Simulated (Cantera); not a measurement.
A perfectly stirred reactor is fed with CH₄ : C₂H₆ : O₂ : N₂ = 1 : 1 : 13.4 : 50.4 (molar parts), at 0.240 bar; it is adiabatic with a 598 K inlet, and is followed from long to short residence time, starting on the burning branch (τ in s: 0.049, 0.02, 0.0079, 0.0032, 0.0013, 0.00052, 0.00021, 8.5e-05, 3.4e-05, 1.4e-05, 5.6e-06).

Cantera simulation using GRI-Mech 3.0 (53 species, 325 reactions); the numbers are that mechanism's predictions, not measurements.

### Question
Predict: blow-out, bracketed by the residence times tried; x(CH₄) at τ = 49.0 ms; x(C₂H₆) at τ = 49.0 ms; x(O₂) at τ = 49.0 ms; x(CH₂O) at τ = 49.0 ms; x(CH₄) at τ = 0.520 ms; x(C₂H₆) at τ = 0.520 ms; x(O₂) at τ = 0.520 ms.

### Answer
| Item | Result |
|---|---|
| blow-out, bracketed by the residence times tried | burning at 1.30 ms, out at 0.520 ms |
| x(CH₄) at τ = 49.0 ms | 1.46e-5 |
| x(C₂H₆) at τ = 49.0 ms | 3.66e-6 |
| x(O₂) at τ = 49.0 ms | 0.119 |
| x(CH₂O) at τ = 49.0 ms | 3.08e-6 |
| x(CH₄) at τ = 0.520 ms | 0.0152 |
| x(C₂H₆) at τ = 0.520 ms | 0.0152 |
| x(O₂) at τ = 0.520 ms | 0.204 |
